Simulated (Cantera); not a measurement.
Input (Python, Cantera):

```python
import numpy as np
import cantera as ct

gas = ct.Solution("gri30.yaml")


def delay(T, t_max=10):
    gas.TPX = T, 100000, {'CH3OH': 0.49, 'O2': 1.61, 'N2': 6.06}
    reactor = ct.IdealGasConstPressureReactor(gas, clone=False)
    net = ct.ReactorNet([reactor])
    net.rtol, net.atol = 1e-8, 1e-16
    while net.time < t_max:
        t_old, T_old = net.time, reactor.T
        net.step()
        if reactor.T > T + 400:  # ignition: a rise of 400 K
            return t_old + (T + 400 - T_old) / (reactor.T - T_old) * (net.time - t_old)
    return np.nan


taus = []
for T in [1075, 1125, 1175, 1225, 1275, 1325, 1375, 1425, 1475]:
    taus.append(delay(T))
    print(f"T0 = {T:6g} K   tau = {taus[-1]:.4e} s")
```

Output:

```
T0 =   1075 K   tau = 1.1353e-01 s
T0 =   1125 K   tau = 4.2295e-02 s
T0 =   1175 K   tau = 1.7269e-02 s
T0 =   1225 K   tau = 7.6690e-03 s
T0 =   1275 K   tau = 3.6811e-03 s
T0 =   1325 K   tau = 1.8991e-03 s
T0 =   1375 K   tau = 1.0472e-03 s
T0 =   1425 K   tau = 6.1333e-04 s
T0 =   1475 K   tau = 3.7896e-04 s
```

Model: GRI-Mech 3.0 (53 species, 325 reactions), integrated in Cantera. GRI-Mech 3.0 was tuned for natural gas; its chemistry of methanol as a main component is partial and can be far from experiment.
